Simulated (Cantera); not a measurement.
Feed: 1 mol Pb, 0.021 mol O2, 1.4 mol CO, held at 898 K and 7.50 Torr.

Cantera equilibrium calculation (NASA polynomials, part measured and part estimated; ideal gas, pure solids and liquids). Candidate condensed phases: C, Pb, PbO, PbO2, Pb3O4; 15 gas species. Rates play no part.

Base state: CO 0.947, CO2 0.0527, Pb 0.000130 (mole fractions); condensed: C(graphite) + Pb(l).

**Question.** What changes in the equilibrium state with this change: pressure from 7.50 Torr to 10.0 Torr?

**Answer.** 
```
species             before    after
----------------  --------  -------
CO                   0.947    0.932
CO2                 0.0527   0.0680
Pb                0.000130  9.71e-5
C(graphite), mol    0.0302   0.0499
Pb(l), mol           1.000    1.000
```
